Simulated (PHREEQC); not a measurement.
Consider water at 5.7 °C with 0.076 mol/kgw Pb(NO3)2, 4.4e-05 mol/kgw CuCl2, 0.00027 mol/kgw HCl, 0.0082 mol/kgw NaCl and 0.0043 mol/kgw Mg(NO3)2. Closed to the air; pH follows from the charge balance.

Equilibrium calculation in PHREEQC: ion-association model, wateq4f.dat.

The pH comes out as 3.65 and the ionic strength is 0.190 mol/kgw. The total alkalinity is -0.270 meq/kg.

| species | molality | activity | log γ |
|---|---|---|---|
| NO3- | 0.133 | 0.0939 | -0.151 |
| Pb+2 | 0.0462 | 0.0150 | -0.488 |
| PbNO3+ | 0.0276 | 0.0209 | -0.122 |
| Na+ | 0.00820 | 0.00617 | -0.123 |
| Cl- | 0.00635 | 0.00459 | -0.141 |
| Mg+2 | 0.00430 | 0.00154 | -0.446 |
| PbCl+ | 0.00218 | 0.00164 | -0.122 |
| H+ | 0.000277 | 0.000223 | -0.095 |
| Cu+2 | 4.39e-5 | 1.50e-5 | -0.466 |
| PbCl2 | 1.68e-5 | 1.76e-5 | 0.019 |
| Pb2OH+3 | 5.51e-6 | 4.40e-7 | -1.098 |

No solid was allowed to form. Away from 25 °C the constants follow the database's enthalpies or fits; those with neither stay at their 25 °C values.
